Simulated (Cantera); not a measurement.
An isothermal, constant-pressure homogeneous reactor starts with 44.6 % CH4, 38.8 % CO2, 16.5 % H2, at 1200 K and 10.0 bar.

Model: GRI-Mech 3.0 (53 species, 325 reactions), integrated in Cantera.

### Question
Predict: x(CH4) at 200 s; x(CO2) at 200 s; x(H2) at 200 s; x(CH3) at 200 s.

### Answer
- x(CH4) at 200 s = 0.394 (gas-phase equilibrium 0.0738)
- x(CO2) at 200 s = 0.239 (gas-phase equilibrium 0.0152)
- x(H2) at 200 s = 0.0648 (gas-phase equilibrium 0.470)
- x(CH3) at 200 s = 1.78e-6 (gas-phase equilibrium 1.29e-7)
